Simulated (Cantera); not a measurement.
Ignition delay

Mixture: CH₄ : H₂ : O₂ : N₂ = 1 : 0.99 : 5.8 : 14.5 (molar parts), equivalence ratio 0.43, at 7500 Torr, adiabatic and at constant volume. Ignition delay is the time to a rise of 400 K.

Cantera simulation using GRI-Mech 3.0 (53 species, 325 reactions); the numbers are that mechanism's predictions, not measurements.

| T0 (K) | delay (ms) |
|---|---|
| 1125 | 0.798 |
| 1175 | 0.284 |
| 1225 | 0.123 |
| 1275 | 0.0649 |
| 1325 | 0.0391 |
| 1375 | 0.0255 |
| 1425 | 0.0177 |
| 1475 | 0.0127 |
| 1525 | 0.00945 |
| 1575 | 0.00720 |

The apparent activation energy between 1475 and 1575 K is 110 kJ/mol.
